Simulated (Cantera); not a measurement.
An isothermal, constant-pressure homogeneous reactor starts with H2 : O2 = 0.16 : 1 (molar parts), at 1225 K and 6.30 Torr. Integrator tolerance rtol = 1e-08.

Cantera simulation using GRI-Mech 3.0 (53 species, 325 reactions); the numbers are that mechanism's predictions, not measurements. Radical loss at walls, strong at low pressure, is not modelled. The temperature is held fixed by assumption; the heat of reaction is taken as removed at once.

### Question
What does this change do: temperature 1225 to 1448 K?

### Answer
```tsv
quantity	before	after
x(H2) at 2.00 s	3.80e-6 (gas-phase equilibrium 3.73e-8)	1.84e-5 (gas-phase equilibrium 1.62e-6)
x(O2) at 2.00 s	0.852 (gas-phase equilibrium 0.852)	0.851 (gas-phase equilibrium 0.852)
x(H2O) at 2.00 s	0.148 (gas-phase equilibrium 0.148)	0.148 (gas-phase equilibrium 0.148)
x(O) at 2.00 s	4.30e-5 (gas-phase equilibrium 4.27e-7)	0.000224 (gas-phase equilibrium 1.98e-5)
x(H) at 2.00 s	6.66e-7 (gas-phase equilibrium 6.61e-10)	4.92e-6 (gas-phase equilibrium 1.29e-7)
x(HO2) at 2.00 s	8.41e-8 (gas-phase equilibrium 1.85e-8)	1.29e-7 (gas-phase equilibrium 1.39e-7)
x(OH) at 2.00 s	0.000240 (gas-phase equilibrium 2.39e-5)	0.000942 (gas-phase equilibrium 0.000280)
```
